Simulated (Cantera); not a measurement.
**Ti + H2O + H2 (titanium nitride, carbide and oxide coatings)**

Input: 1 mol Ti, a varied amount of H2O, 3 mol H2, equilibrated at 1852 °C and 54000 Pa.

These are equilibrium values from Cantera (NASA tables, ideal gas, pure condensed phases), not measurements of a reactor. Candidate condensed phases: H2O, Ti, TiO, TiO2, Ti2O3, Ti3O5, Ti4O7; 12 gas species. Mutual solubility and eutectic melting of coexisting phases are not modelled. Condensed phases not in the tables: Magnéli phases beyond Ti4O7. Gases not in the tables: TiO(OH)2. Equilibrium is a limit: real reactors are often held back by kinetics, nucleation or transport.

At 1.7 mol H2O the condensed part is Ti3O5(l). From 2.6 mol H2O to 8 mol H2O the condensed part is Ti4O7(l). At 8.9 mol H2O the condensed part is TiO2(rutile) + Ti4O7(l). From 9.8 mol H2O to 12 mol H2O the condensed part is TiO2(rutile).

```
n(H2O) (mol)   x H2    x H2O      x H      x OH      x O      x O2   x TiO2  n Ti3O5(l)  n Ti4O7(l)  n TiO2(rutile)
------------  -----  -------  -------  --------  -------  --------  -------  ----------  ----------  --------------
1.7           0.988  0.00707  0.00491   4.36e-6  1.54e-8  4.68e-11  7.90e-7       0.333           0               0
2.6           0.844    0.151  0.00454  0.000101  3.85e-7   2.93e-8  2.02e-6           0       0.250               0
3.5           0.727    0.268  0.00421  0.000193  7.93e-7   1.24e-7  2.42e-6           0       0.250               0
4.4           0.639    0.357  0.00395  0.000274  1.20e-6   2.85e-7  2.68e-6           0       0.250               0
5.3           0.569    0.426  0.00373  0.000346  1.61e-6   5.12e-7  2.88e-6           0       0.250               0
6.2           0.514    0.482  0.00354  0.000413  2.02e-6   8.05e-7  3.05e-6           0       0.250               0
7.1           0.468    0.528  0.00338  0.000473  2.42e-6   1.16e-6  3.19e-6           0       0.250               0
8             0.430    0.567  0.00324  0.000530  2.83e-6   1.59e-6  3.32e-6           0       0.250               0
8.9           0.404    0.592  0.00314  0.000571  3.15e-6   1.96e-6  3.41e-6           0       0.167           0.332
9.8           0.389    0.608  0.00308  0.000598  3.36e-6   2.23e-6  3.41e-6           0           0           1.000
11            0.355    0.641  0.00295  0.000659  3.87e-6   2.97e-6  3.41e-6           0           0           1.000
12            0.332    0.665  0.00285  0.000708  4.30e-6   3.67e-6  3.41e-6           0           0           1.000
```
x: gas mole fraction; n: condensed amount in mol.
